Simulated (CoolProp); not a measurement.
Vapour-liquid equilibrium of R113 (1) + n-heptane (2) at 0.105 bar; x and y are mole fractions of (1).

Computed with CoolProp (multi-fluid Helmholtz-energy mixture model, Marx 1992 and Span 2003; pair parameters Bell 2016).

```json
[
 {"x": "0.05", "bubble temperature, mixture model (K)": "302.1", "bubble temperature, Raoult's law (K)": "304.0", "y, mixture model": "0.328", "y, Raoult's law": "0.267"},
 {"x": "0.125", "bubble temperature, mixture model (K)": "293.8", "bubble temperature, Raoult's law (K)": "297.2", "y, mixture model": "0.589", "y, Raoult's law": "0.515"},
 {"x": "0.2", "bubble temperature, mixture model (K)": "(withheld)", "bubble temperature, Raoult's law (K)": "291.9", "y, mixture model": "0.723", "y, Raoult's law": "0.663"},
 {"x": "0.275", "bubble temperature, mixture model (K)": "283.5", "bubble temperature, Raoult's law (K)": "287.5", "y, mixture model": "(withheld)", "y, Raoult's law": "0.758"},
 {"x": "0.35", "bubble temperature, mixture model (K)": "280.2", "bubble temperature, Raoult's law (K)": "283.9", "y, mixture model": "0.850", "y, Raoult's law": "0.823"},
 {"x": "0.425", "bubble temperature, mixture model (K)": "(withheld)", "bubble temperature, Raoult's law (K)": "280.7", "y, mixture model": "0.884", "y, Raoult's law": "0.869"},
 {"x": "0.5", "bubble temperature, mixture model (K)": "275.3", "bubble temperature, Raoult's law (K)": "278.0", "y, mixture model": "0.908", "y, Raoult's law": "0.903"},
 {"x": "0.575", "bubble temperature, mixture model (K)": "273.5", "bubble temperature, Raoult's law (K)": "275.6", "y, mixture model": "0.927", "y, Raoult's law": "0.928"},
 {"x": "0.65", "bubble temperature, mixture model (K)": "(withheld)", "bubble temperature, Raoult's law (K)": "273.5", "y, mixture model": "0.943", "y, Raoult's law": "0.948"},
 {"x": "0.725", "bubble temperature, mixture model (K)": "270.5", "bubble temperature, Raoult's law (K)": "271.6", "y, mixture model": "0.956", "y, Raoult's law": "0.964"},
 {"x": "0.8", "bubble temperature, mixture model (K)": "269.2", "bubble temperature, Raoult's law (K)": "269.9", "y, mixture model": "(withheld)", "y, Raoult's law": "0.976"},
 {"x": "0.875", "bubble temperature, mixture model (K)": "268.0", "bubble temperature, Raoult's law (K)": "268.3", "y, mixture model": "0.980", "y, Raoult's law": "0.987"},
 {"x": "0.95", "bubble temperature, mixture model (K)": "266.8", "bubble temperature, Raoult's law (K)": "266.9", "y, mixture model": "0.992", "y, Raoult's law": "0.995"}
]
```

### Question
Some entries are withheld; supply them.

### Answer

- 0.2, bubble temperature, mixture model (K): 287.9
- 0.275, y, mixture model: 0.801
- 0.425, bubble temperature, mixture model (K): 277.5
- 0.65, bubble temperature, mixture model (K): 271.9
- 0.8, y, mixture model: 0.968

The largest gap from Raoult's law is -4.0 K in bubble temperature, at x = 0.275. No azeotrope shows between x = 0.05 and 0.95.

Pair parameters are fitted to limited data, so mixtures are less certain than the pure fluids.
